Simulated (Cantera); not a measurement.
A perfectly stirred reactor is fed with CH4 : O2 : N2 = 1 : 6.3 : 16.3 (molar parts), equivalence ratio 0.32, at 500000 Pa; it is adiabatic with a 623 K inlet, and is followed from long to short residence time, starting on the burning branch (τ in s: 0.058, 0.029, 0.014, 0.0072, 0.0036, 0.0018, 0.00089, 0.00044, 0.00022, 0.00011, 5.5e-05, 2.7e-05, 1.4e-05).

Computed with Cantera and GRI-Mech 3.0 (53 species, 325 reactions).

Question: Predict: blow-out, bracketed by the residence times tried; x(CH4) at τ = 58.0 ms; x(O2) at τ = 58.0 ms; x(CH3) at τ = 58.0 ms; x(CH2) at τ = 58.0 ms; x(CH4) at τ = 0.890 ms; x(O2) at τ = 0.890 ms.

Answer: blow-out, bracketed by the residence times tried: burning at 1.80 ms, out at 0.890 ms
x(CH4) at τ = 58.0 ms: 2.06e-5
x(O2) at τ = 58.0 ms: 0.182
x(CH3) at τ = 58.0 ms: 2.67e-6
x(CH2) at τ = 58.0 ms: 3.90e-9
x(CH4) at τ = 0.890 ms: 0.0424
x(O2) at τ = 0.890 ms: 0.267
